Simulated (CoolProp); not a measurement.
Vapour-liquid equilibrium of propylene (1) + propane (2) at 0.0151 MPa; x and y are mole fractions of (1).

Model: multi-fluid Helmholtz-energy mixture model, Lemmon 2013 and Lemmon 2009; pair parameters Bell 2016, in CoolProp.

```
x     bubble temperature, mixture model (K)  bubble temperature, Raoult's law (K)  y, mixture model  y, Raoult's law
----  -------------------------------------  ------------------------------------  ----------------  ---------------
0.05                                  195.0                                 195.1             0.074            0.066
0.2                                   193.9                                 194.4             0.267            0.250
0.35                                  193.1                                 193.7             0.430            0.419
0.5                                   192.4                                 193.0             0.572            0.572
0.65                                  191.9                                 192.3             0.704            0.713
0.8                                   191.4                                 191.7             0.830            0.843
0.95                                  191.0                                 191.1             0.957            0.962
```

The largest gap from Raoult's law is -0.6 K in bubble temperature, at x = 0.5. No azeotrope shows between x = 0.05 and 0.95.

The pair parameters rest on a limited set of measurements; away from them the model extrapolates.
